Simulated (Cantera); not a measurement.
**Ammonia decomposition in nitride growth gas**

An isothermal, constant-pressure homogeneous reactor starts with 61.7 % NH₃, 38.3 % N₂, at 1973 K and 33.8 Torr.

Detailed kinetics in Cantera: the gas-phase N/H chemistry of the illustrative SiF4/NH3 mechanism in the Surface Chemkin manual (1991). Walls and surfaces, which speed up NH3 decomposition in real reactors, are not modelled.

| t (s) | x NH₃ | x NH₂ | x NH | x H₂ | x H | x N₂ | x N₂H₄ |
|---|---|---|---|---|---|---|---|
| 7.00e-5 | 0.617 | 3.02e-5 | 4.58e-9 | 1.49e-5 | 3.62e-7 | 0.383 | 2.23e-11 |
| 0.000219 | 0.617 | 9.50e-5 | 7.00e-8 | 4.76e-5 | 3.67e-7 | 0.383 | 2.30e-10 |
| 0.000684 | 0.617 | 0.000295 | 8.36e-7 | 0.000158 | 4.33e-7 | 0.383 | 2.24e-9 |
| 0.00214 | 0.616 | 0.000818 | 4.51e-6 | 0.000746 | 1.14e-6 | 0.383 | 1.74e-8 |
| 0.00669 | 0.611 | 0.00118 | 8.25e-6 | 0.00483 | 4.57e-6 | 0.383 | 3.64e-8 |
| 0.0209 | 0.596 | 0.00112 | 9.87e-6 | 0.0192 | 1.38e-5 | 0.384 | 3.26e-8 |
| 0.0654 | 0.550 | 0.000985 | 1.22e-5 | 0.0615 | 3.95e-5 | 0.387 | 2.52e-8 |
| 0.205 | 0.434 | 0.000787 | 1.35e-5 | 0.169 | 0.000107 | 0.396 | 1.61e-8 |
| 0.640 | 0.229 | 0.000494 | 1.18e-5 | 0.359 | 0.000269 | 0.411 | 6.34e-9 |
| 2.00 | 0.0494 | 0.000170 | 6.94e-6 | 0.526 | 0.000628 | 0.424 | 7.50e-10 |
x: mole fraction; the columns are a selection and need not sum to one.

Equilibrium at this temperature and pressure: NH₃ 2.64e-7, NH₂ 6.46e-9, NH 1.92e-9, H₂ 0.569, H 0.00483, N₂ 0.426, N₂H₄ <1e-12 (gas phase only).
